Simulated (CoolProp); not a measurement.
Computed with CoolProp (reference Helmholtz-energy equation of state, Thol 2019).

Question: Give the vapour pressure (MPa), liquid density (kg/m³), vapour viscosity (µPa s), liquid conductivity (mW/(m K)) of saturated n-hexane at 403.4, 430.6 K.

Answer: 
| T (K) | p (MPa) | liquid density (kg/m³) | vapour viscosity (µPa s) | liquid conductivity (mW/(m K)) |
|---|---|---|---|---|
| 403.4 | 0.502 | 546 | 8.71 | 93.5 |
| 430.6 | 0.869 | 510 | 9.94 | 88.2 |

Viscosity comes from a separate model (Michailidou 2013). Thermal conductivity comes from a separate model (Assael 2013).
